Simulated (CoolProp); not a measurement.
Aqueous methanol as a coolant, 48 % by mass, freezing at -51.1 °C, 1 atm.

Computed with CoolProp (Melinder's fits for secondary coolants).

```csv
T (°C),conductivity (W/(m K)),viscosity (mPa s),density (kg/m³),cp (kJ/(kg K))
-16.6,0.342,6.70,942.2,3.309
-12.5,0.343,5.59,939.8,3.359
-8.4,0.344,4.71,937.4,3.406
-4.3,0.345,4.00,934.9,[?]
-0.2,0.346,[?],932.4,3.493
3.9,0.348,2.97,929.9,3.532
7.9,0.349,2.59,927.4,3.566
12,0.350,2.27,924.8,3.598
16.1,0.352,2.00,922.2,3.627
20.2,0.353,1.78,919.5,3.651
24.3,0.354,1.58,916.9,3.672
28.4,0.356,1.42,914.2,3.688
32.5,0.357,[?],911.4,3.699
```

Question: Some entries are withheld; supply them.

Answer: 
- -4.3, cp (kJ/(kg K)): 3.451
- -0.2, viscosity (mPa s): 3.43
- 32.5, viscosity (mPa s): 1.27
